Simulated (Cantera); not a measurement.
A closed system holds: 1 mol c-C4F8, 0.09 mol F2, equilibrated at 0.00620 bar.

Equilibrium computed with Cantera from the NASA thermochemical tables; the gas is ideal and each condensed phase is pure. Candidate condensed phases: C; 13 gas species. The feed counts by its element totals alone. Gases not in the tables: C2F6 and larger saturated fluorocarbons. Rates play no part.

At 2127 °C, list the 5 most abundant gas species with their mole fractions, and the condensed phases.

F 0.532, CF2 0.413, CF4 0.0351, CF 0.0126, CF3 0.00792. Condensed: C(graphite).
